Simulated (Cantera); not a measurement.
A closed system holds: 1 mol trisilylamine, 0.35 mol N2, 5.1 mol H2, equilibrated at 0.100 bar.

Equilibrium computed with Cantera from the NASA thermochemical tables; the gas is ideal and each condensed phase is pure. Candidate condensed phases: Si, Si3N4; 18 gas species. The feed counts by its element totals alone. Mutual solubility and eutectic melting of coexisting phases are not modelled. Gases not in the tables: Si2H6 and higher silanes. Kinetics and transport are ignored.

x: gas mole fraction; n: condensed amount in mol.

| T (K) | x H2 | x N2 | x H | x Si | x SiH2 | x SiH | x Si2N | n Si(s) | n Si3N4(s) | n Si(l) |
|---|---|---|---|---|---|---|---|---|---|---|
| 1175 | 1.000 | 1.29e-7 | 3.88e-7 | 5.35e-12 | 7.10e-9 | 2.99e-11 | <1e-12 | 1.73 | 0.425 | 0 |
| 1250 | 1.000 | 1.26e-6 | 1.53e-6 | 8.31e-11 | 3.13e-8 | 2.90e-10 | <1e-12 | 1.73 | 0.425 | 0 |
| 1325 | 1.000 | ___ | ___ | ___ | ___ | ___ | ___ | 1.73 | 0.425 | 0 |
| 1400 | 1.000 | 5.74e-5 | 1.54e-5 | 8.23e-9 | 3.77e-7 | 1.30e-8 | 5.28e-11 | 1.73 | 0.425 | 0 |
| 1475 | 1.000 | 0.000287 | 4.10e-5 | 5.75e-8 | 1.08e-6 | 6.48e-8 | 6.43e-10 | 1.73 | 0.424 | 0 |
| 1550 | 0.999 | 0.00123 | 9.95e-5 | 3.32e-7 | 2.79e-6 | 2.76e-7 | 6.12e-9 | 1.74 | 0.419 | 0 |
| 1625 | 0.995 | ___ | ___ | ___ | ___ | ___ | ___ | 1.79 | 0.403 | 0 |
| 1700 | 0.984 | 0.0156 | 0.000462 | 6.79e-6 | 1.40e-5 | 3.29e-6 | 2.93e-7 | 0 | 0.349 | 1.95 |
| 1775 | 0.941 | 0.0582 | 0.000888 | 2.20e-5 | 2.36e-5 | 8.26e-6 | 1.32e-6 | 0 | 0.128 | 2.61 |
| 1850 | 0.917 | 0.0813 | 0.00163 | 6.45e-5 | 3.87e-5 | 1.94e-5 | 3.40e-6 | 0 | 0 | 3.00 |

Problem. Some entries are withheld; supply them.

Solution. 
- 1325, x N2: 9.50e-6
- 1325, x H: 5.17e-6
- 1325, x Si: 9.43e-10
- 1325, x SiH2: 1.17e-7
- 1325, x SiH: 2.16e-9
- 1325, x Si2N: 3.24e-12
- 1625, x N2: 0.00457
- 1625, x H: 0.000223
- 1625, x Si: 1.63e-6
- 1625, x SiH2: 6.58e-6
- 1625, x SiH: 1.02e-6
- 1625, x Si2N: 4.71e-8
